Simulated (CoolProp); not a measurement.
Vapour-liquid equilibrium of diethyl ether (1) + ethanol (2) at 82.85 °C; x and y are mole fractions of (1).

The numbers come from the multi-fluid Helmholtz-energy mixture model, Thol 2014 and Schroeder 2014; pair parameters Bell 2016 in CoolProp.

```csv
x,"bubble pressure, mixture model (kPa)","bubble pressure, Raoult's law (kPa)","y, mixture model","y, Raoult's law"
0.05,155.8,136.0,0.256,0.159
0.2,241.5,182.9,0.575,0.473
0.35,300.1,229.8,0.700,0.659
0.5,340.7,276.6,0.771,0.782
0.65,372.1,323.5,0.827,0.870
0.8,399.8,370.4,0.888,0.935
0.95,425.3,417.3,0.967,0.986
```

The largest gap from Raoult's law is +32.0 % in bubble pressure, at x = 0.2. No azeotrope shows between x = 0.05 and 0.95.

Pair parameters are fitted to limited data, so mixtures are less certain than the pure fluids.
